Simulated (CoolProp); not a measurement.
Vapour-liquid equilibrium of R125 (1) + dimethyl ether (2) at 216.5 K; x and y are mole fractions of (1).

The numbers come from the multi-fluid Helmholtz-energy mixture model, Lemmon 2005 and Wu 2011; pair parameters Bell 2016 in CoolProp.

Q: Give the bubble pressure and the first vapour's composition at x = 0.35, 0.45, 0.85. Is there an azeotrope?

A: x = 0.35: 0.02670 MPa, y = 0.547; x = 0.45: 0.03033 MPa, y = 0.683; x = 0.85: 0.05494 MPa, y = 0.973. No azeotrope shows between x = 0.05 and 0.95.

The pair parameters rest on a limited set of measurements; away from them the model extrapolates.
